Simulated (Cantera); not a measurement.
An isothermal, constant-pressure homogeneous reactor starts with H₂ : O₂ = 0.22 : 1 (molar parts), at 1398 K and 0.0110 bar. Integrator tolerance rtol = 1e-08.

Computed with Cantera and the H2/O2 subset of GRI-Mech 3.0, which has no nitrogen chemistry. Radical loss at walls, strong at low pressure, is not modelled. The temperature is held fixed by assumption; the heat of reaction is taken as removed at once.

```
quantity                                              before                                      after
-----------------  -----------------------------------------  -----------------------------------------
x(H₂) at 10.0 s      1.07e-6 (gas-phase equilibrium 9.30e-7)    7.53e-7 (gas-phase equilibrium 4.63e-7)
x(O₂) at 10.0 s          0.802 (gas-phase equilibrium 0.802)        0.896 (gas-phase equilibrium 0.896)
x(OH) at 10.0 s    0.000198 (gas-phase equilibrium 0.000184)  0.000175 (gas-phase equilibrium 0.000137)
x(H₂O₂) at 10.0 s    2.17e-9 (gas-phase equilibrium 2.05e-9)    1.42e-9 (gas-phase equilibrium 1.14e-9)
x(O) at 10.0 s       9.10e-6 (gas-phase equilibrium 7.88e-6)    1.35e-5 (gas-phase equilibrium 8.33e-6)
x(H) at 10.0 s       5.43e-8 (gas-phase equilibrium 4.38e-8)    6.40e-8 (gas-phase equilibrium 3.09e-8)
```

**Question.** Name the change that produced these shifts.
A) H2 0.22 to 1.6 parts
B) temperature 1398 to 1223 K
C) O2 1 to 2 parts
D) temperature 1398 to 1023 K

**Answer.** C, O2 1 to 2 parts
